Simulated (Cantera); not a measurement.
Input (Python, Cantera) and output of one run.

```python
import numpy as np
import cantera as ct

gas_names = """
    CS2 S2
""".split()
cond_names = """
    NiS(b) NiS(a) NiS(L) NiS2(s) NiS2(L) C(gr) Ni(cr) Ni(L) S(cr1) S(cr2) S(L)
""".split()


def load(file, names, dense=False):
    # The tables refer to 1 bar. Condensed volumes are neglected.
    table = {s.name: s for s in ct.Species.list_from_file(file)}
    out = []
    for n in names:
        d = dict(table[n].input_data)
        d["thermo"] = dict(d["thermo"], **{"reference-pressure": 1e5})
        if dense:
            d["equation-of-state"] = {"model": "constant-volume", "density": "1e6 g/cm^3"}
        out.append(ct.Species.from_dict(d))
    return out


species = {s.name: s for s in load("nasa_gas.yaml", gas_names) + load("nasa_condensed.yaml", cond_names)}
# Each term lists the table entries of one substance; the one whose range holds T is used.
reactions = {
    'CS2(g) + 2 NiS = 2 NiS2 + C':
        [(-1, ['CS2']), (-2, ['NiS(b)', 'NiS(a)', 'NiS(L)']), (2, ['NiS2(s)', 'NiS2(L)']), (1, ['C(gr)'])],
    'S2(g) + 2 NiS = 2 NiS2':
        [(-1, ['S2']), (-2, ['NiS(b)', 'NiS(a)', 'NiS(L)']), (2, ['NiS2(s)', 'NiS2(L)'])],
    'Ni + 2 S = NiS2':
        [(-1, ['Ni(cr)', 'Ni(L)']), (-2, ['S(cr1)', 'S(cr2)', 'S(L)']), (1, ['NiS2(s)', 'NiS2(L)'])],
    'NiS2 + Ni = 2 NiS':
        [(-1, ['NiS2(s)', 'NiS2(L)']), (-1, ['Ni(cr)', 'Ni(L)']), (2, ['NiS(b)', 'NiS(a)', 'NiS(L)'])],
}


def pick(names, T):
    return next(species[n] for n in names if species[n].thermo.min_temp <= T <= species[n].thermo.max_temp)


results = []
for label, terms in reactions.items():
    print(label)
    print("     T/K   dH/kJ  dS/(J/K)   dG/kJ   log10 K")
    for T in [375, 450, 525, 600, 675, 750, 825, 900, 975]:
        used = [(nu, pick(names, T)) for nu, names in terms]
        dH = sum(nu * s.thermo.h(T) for nu, s in used) / 1e6
        dS = sum(nu * s.thermo.s(T) for nu, s in used) / 1e3
        dG = dH - T * dS / 1e3
        logK = -dG * 1e6 / (ct.gas_constant * T * np.log(10))
        results.append((label, T, dH, dS, dG, logK, [s.name for _, s in used]))
        print(f"{T:8g} {dH:8.1f} {dS:8.1f} {dG:8.1f} {logK:8.2f}")
```

Result:

```
CS2(g) + 2 NiS = 2 NiS2 + C
     T/K   dH/kJ  dS/(J/K)   dG/kJ   log10 K
     375   -203.3   -192.4   -131.2    18.27
     450   -202.8   -191.2   -116.8    13.56
     525   -202.4   -190.3   -102.5    10.20
     600   -202.0   -189.6    -88.3     7.68
     675   -214.3   -208.5    -73.6     5.70
     750   -213.5   -207.3    -58.0     4.04
     825   -212.8   -206.4    -42.5     2.69
     900   -212.1   -205.6    -27.1     1.57
     975   -211.6   -205.0    -11.7     0.62
S2(g) + 2 NiS = 2 NiS2
     T/K   dH/kJ  dS/(J/K)   dG/kJ   log10 K
     375   -214.4   -187.4   -144.2    20.08
     450   -213.7   -185.6   -130.2    15.11
     525   -213.0   -184.2   -116.3    11.57
     600   -212.4   -183.2   -102.5     8.93
     675   -224.6   -201.8    -88.4     6.84
     750   -223.7   -200.5    -73.3     5.11
     825   -222.9   -199.5    -58.3     3.69
     900   -222.1   -198.6    -43.4     2.52
     975   -221.5   -197.9    -28.5     1.53
Ni + 2 S = NiS2
     T/K   dH/kJ  dS/(J/K)   dG/kJ   log10 K
     375   -132.4    -24.9   -123.1    17.14
     450   -137.7    -38.2   -120.5    13.99
     525   -140.5    -43.9   -117.4    11.68
     600   -143.0    -48.4   -114.0     9.92
     675   -144.9    -51.4   -110.2     8.53
     750   -145.8    -52.7   -106.3     7.40
     825   -146.7    -53.8   -102.3     6.48
     900   -147.9    -55.1    -98.2     5.70
     975   -149.1    -56.4    -94.0     5.04
NiS2 + Ni = 2 NiS
     T/K   dH/kJ  dS/(J/K)   dG/kJ   log10 K
     375    -44.5      3.8    -45.9     6.39
     450    -44.5      3.7    -46.2     5.36
     525    -44.5      3.8    -46.5     4.62
     600    -44.5      3.8    -46.7     4.07
     675    -31.9     23.1    -47.5     3.67
     750    -31.9     23.1    -49.2     3.43
     825    -31.7     23.3    -50.9     3.22
     900    -31.4     23.7    -52.7     3.06
     975    -30.8     24.3    -54.5     2.92
```

Cantera with NASA thermochemical tables; ideal gases at 1 bar, condensed phases pure. Condensed species are held in their standard states even where they would react or evaporate.
